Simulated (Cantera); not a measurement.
A Cantera script and what it prints.

```python
import numpy as np
import cantera as ct

gas_names = """
    Cu CuO Cu2 H HO2 H2 H2O H2O2 O OH O2 O3
""".split()
cond_names = """
    Cu(cr) Cu(L) CuO(s) CuO2H2(s) Cu2O(s) Cu2O(L) H2O(s) H2O(L)
""".split()


# ... load() reads the species with a 1 bar reference pressure and builds the phases ...
atoms = {
    'Cu2O': {'Cu': 2, 'O': 1},
    'H2': {'H': 2},
}
top_T = {'CuO(s)': 1390}  # K; cautious upper limits of use, not melting points


# ... equilibrate(T, P, feed) seeds the gas with the atoms and calls Mixture.equilibrate('TP', solver="vcs", rtol=1e-11, max_steps=5000) ...
results = []
feed = {'Cu2O': 1, 'H2': 41}  # mol
T = 1348  # K
P = 320  # Pa
mix = equilibrate(T, P, feed)
results.append((T, P, feed, dict(zip(mix.species_names, mix.species_moles))))
print(gas.report(threshold=1e-05))
for i in range(1, mix.n_phases):
    print(f"{mix.phase(i).name:16s} {mix.phase_moles(i):12.5e} mol")
```

Output:

```
       temperature   1348 K
          pressure   320 Pa
           density   6.8955e-05 kg/m^3
  mean mol. weight   2.4151 kg/kmol
   phase of matter   gas

                          1 kg             1 kmol
                     ---------------   ---------------
          enthalpy        1.0707e+07        2.5858e+07  J
   internal energy         6.066e+06         1.465e+07  J
           entropy             93543        2.2592e+05  J/K
    Gibbs function       -1.1539e+08       -2.7868e+08  J
 heat capacity c_p             13279             32071  J/K
 heat capacity c_v            9836.7             23757  J/K

                      mass frac. Y      mole frac. X     chem. pot. / RT
                     ---------------   ---------------   ---------------
                Cu          0.003851        0.00014636           -6.2899
                 H        1.6859e-05        4.0394e-05           -12.033
                H2           0.81423           0.97543           -24.067
               H2O            0.1819          0.024386           -56.914
     [   +8 minor]        1.1067e-06        3.5117e-08

Cu(cr)            1.99400e+00 mol
CuO(s)            0.00000e+00 mol
CuO2H2(s)         0.00000e+00 mol
Cu2O(s)           0.00000e+00 mol
```

Method: chemical equilibrium by Gibbs-energy minimisation in Cantera with the NASA 1993 tables (ideal gas, pure condensed phases).
